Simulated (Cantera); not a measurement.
Input: 1 mol (CH3)2SiCl2, 40 mol H2, held at 902 °C and 2.50 mbar.

Method: chemical equilibrium by Gibbs-energy minimisation in Cantera with the NASA 1993 tables (ideal gas, pure condensed phases). Candidate condensed phases: C, C6H6, C7H8, C8H18, Si, SiC; 109 gas species. The feed counts by its element totals alone. Rates play no part.

Base state: H2 0.955, HCl 0.0454, CH4 4.36e-5 (mole fractions); condensed: C(graphite) + SiC(s).

### Question
What changes in the equilibrium state with this change: (CH3)2SiCl2 replaced by SiCl4?

### Answer
```tsv
species	before	after
H2	0.955	0.923
HCl	0.0454	0.0640
SiCl2	7.12e-6	0.0101
CH4	4.36e-5	0
SiCl4	5.14e-7	0.00150
SiCl3	6.12e-7	0.00124
SiHCl3	2.54e-7	0.000509
SiH2Cl2	1.62e-8	2.22e-5
C(graphite), mol	0.998	0
SiC(s), mol	1.000	0
Si(s), mol	0	0.439
```
The tables' values for SiCl3 are old estimates; treat these amounts as uncertain.

### Question
What changes in the equilibrium state with this change: temperature from 902 °C to 1550 °C?

### Answer
```tsv
species	before	after
H2	0.955	0.946
HCl	0.0454	0.0446
H	2.40e-6	0.00843
SiCl2	7.12e-6	0.000168
Si	<1e-9	4.73e-5
C2H2 (acetylene)	6.08e-8	0.000200
Cl	9.96e-8	0.000303
C(graphite), mol	0.998	0.992
SiC(s), mol	1.000	0.990
```

### Question
What changes in the equilibrium state with this change: temperature from 902 °C to 1477 °C?

### Answer
```tsv
species	before	after
H2	0.955	0.950
HCl	0.0454	0.0449
H	2.40e-6	0.00453
SiCl2	7.12e-6	0.000134
Si	<1e-9	1.14e-5
C2H2 (acetylene)	6.08e-8	0.000109
Cl	9.96e-8	0.000165
CH4	4.36e-5	2.06e-6
C(graphite), mol	0.998	0.997
SiC(s), mol	1.000	0.993
```
